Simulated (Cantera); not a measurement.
Equilibrium for silicon carbide growth: SiHCl₃ + C₃H₈ + H₂

Feed: 1 mol SiHCl₃, 0.023 mol C₃H₈, 14 mol H₂, at 12.0 Torr.

Method: chemical equilibrium by Gibbs-energy minimisation in Cantera with the NASA 1993 tables (ideal gas, pure condensed phases). Candidate condensed phases: C, C₆H₆, C₇H₈, C₈H₁₈, Si, SiC; 109 gas species. Mutual solubility and eutectic melting of coexisting phases are not modelled. The tables' values for SiCl₃, SiCl are old estimates; treat these amounts as uncertain. Gases not in the tables: Si₂H₆ and higher silanes. The numbers say what is thermodynamically allowed, not how fast it happens.

```tsv
T (°C)	log p H₂	log p H	log p HCl	log p SiCl₂	log p Si	log p SiCl₄	log p Cl	n Si(s)	n SiC(s)	n Si(l)
800	-1.83	-8.77	-3.17	-4.22	<-13	-3.35	-10.15	0.274	0.0690	0
1000	-1.86	-7.08	-2.82	-3.38	-10.74	-4.06	-8.11	0.318	0.0690	0
1200	-1.86	-5.83	-2.78	-3.21	-8.26	-5.43	-6.84	0.275	0.0690	0
1400	-1.86	-4.88	-2.80	-3.17	-6.38	-6.65	-5.91	0.241	0.0690	0
1600	-1.87	-4.12	-2.76	-3.21	-5.05	-7.58	-5.14	0	0.0688	0.291
1800	-1.88	-3.52	-2.75	-3.27	-4.00	-8.36	-4.52	0	0.0650	0.229
2000	-1.92	-3.03	-2.71	-3.49	-3.38	-9.09	-3.97	0	0.0240	0
2200	-1.98	-2.64	-2.69	-4.01	-3.20	-10.04	-3.50	0	0	0
```
log p: log10 of the partial pressure in bar; n: condensed amount in mol.

From 800 °C to 1400 °C the condensed part is Si(s) + SiC(s). From 1600 °C to 1800 °C the condensed part is Si(l) + SiC(s). At 2000 °C the condensed part is SiC(s). At 2200 °C nothing is condensed. The main Si-bearing gas is SiCl₄ at 800 °C and Si at 2200 °C. The share of Si in condensed phases is highest at 1000 °C (38.7 %) and lowest at 2200 °C (0.0 %).
